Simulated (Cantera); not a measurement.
Input: 1 mol Al(CH3)3, 5 mol O2, 5.6 mol N2, held at 0.173 Torr.

Equilibrium computed with Cantera from the NASA thermochemical tables; the gas is ideal and each condensed phase is pure. Candidate condensed phases: Al, AlN, Al2O3, C, C6H6, C7H8, C8H18, H2O; 148 gas species. The feed counts by its element totals alone. Rates play no part.

At 1475 K, list the 5 most abundant gas species with their mole fractions, and the condensed phases.

N2 0.427, H2O 0.277, CO2 0.143, CO 0.0858, H2 0.0668. Condensed: Al2O3(s).
